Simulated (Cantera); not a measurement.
Input (Python, Cantera):

```python
import numpy as np
import cantera as ct

gas = ct.Solution("gri30.yaml")
gas.TPX = 1800, 100000, {'CH4': 1, 'N2': 160}
inlet = ct.Reservoir(gas, clone=True)

reactor = ct.IdealGasConstPressureReactor(gas, energy="off", clone=False)
exhaust = ct.Reservoir(gas, clone=True)
tau = [8.7, 3.3, 1.3, 0.49, 0.19, 0.071, 0.027, 0.01, 0.004][0]
for a, b in ((inlet, reactor), (reactor, exhaust)):
    ct.MassFlowController(a, b, mdot=lambda t: reactor.mass / tau)
net = ct.ReactorNet([reactor])
show = ['CH4', 'CH2', 'HCN', 'C2H2', 'C2H4', 'H']

rows = []
print(f"{'tau/s':>10s}{'T/K':>9s}" + "".join(f"{s:>11s}" for s in show))
for tau in [8.7, 3.3, 1.3, 0.49, 0.19, 0.071, 0.027, 0.01, 0.004]:
    net.initial_time = 0.0
    net.advance(30 * tau)
    before = gas.X
    net.advance(40 * tau)
    drift = np.max(np.abs(gas.X - before) / (gas.X + 1e-9))
    rows.append([gas.T, *gas[show].X, drift])
    print(f"{tau:10.3e}{gas.T:9.1f}" + "".join(f"{x:11.3e}" for x in gas[show].X))
```

Result:

```
     tau/s      T/K        CH4        CH2        HCN       C2H2       C2H4          H
 8.700e+00   1800.0  9.191e-05  2.822e-08  3.492e-04  2.862e-03  7.498e-07  3.384e-05
 3.300e+00   1800.0  1.513e-04  4.559e-08  2.178e-04  2.896e-03  9.968e-07  3.339e-05
 1.300e+00   1800.0  2.434e-04  7.142e-08  1.324e-04  2.888e-03  1.599e-06  3.272e-05
 4.900e-01   1800.0  3.997e-04  1.124e-07  7.558e-05  2.832e-03  3.238e-06  3.164e-05
 1.900e-01   1800.0  6.443e-04  1.706e-07  4.215e-05  2.714e-03  7.337e-06  3.006e-05
 7.100e-02   1800.0  1.048e-03  2.545e-07  2.187e-05  2.499e-03  1.811e-05  2.767e-05
 2.700e-02   1800.0  1.656e-03  3.593e-07  1.064e-05  2.157e-03  4.349e-05  2.438e-05
 1.000e-02   1800.0  2.545e-03  4.763e-07  4.445e-06  1.634e-03  9.869e-05  1.990e-05
 4.000e-03   1800.0  3.582e-03  5.563e-07  1.615e-06  1.011e-03  1.764e-04  1.477e-05
```

Cantera simulation using GRI-Mech 3.0 (53 species, 325 reactions); the numbers are that mechanism's predictions, not measurements. GRI-Mech 3.0 stops at C3 and has no aromatics, soot or wall deposition, so with more carbon than oxygen in the feed, carbon stays in small species such as C2H2 where larger ones or solid carbon would form.
